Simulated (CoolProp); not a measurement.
The fluid at 253.95 K and 0.894 MPa expands adiabatically to 0.0711 MPa with isentropic efficiency 1. The same conditions are run with several fluids, on thermodynamics alone (safety and materials aside).

The numbers come from the reference Helmholtz-energy equation of state of each fluid (nitrogen: Span 2000; dry air: Lemmon 2000; methane: Setzmann 1991; fluorine: de Reuck 1990) in CoolProp. Blends and air are pseudo-pure fits.

**Question.** Rank nitrogen, dry air, methane, fluorine by work (kJ/kg), highest first.

**Answer.** methane (241), nitrogen (134), dry air (130), fluorine (99.9)

```
fluid     final temperature (K)  final density (kg/m³)
--------  ---------------------  ---------------------
nitrogen                  122.7                   1.97
dry air                   122.5                   2.04
methane                   134.4                   1.04
fluorine                  124.3                   2.63
```
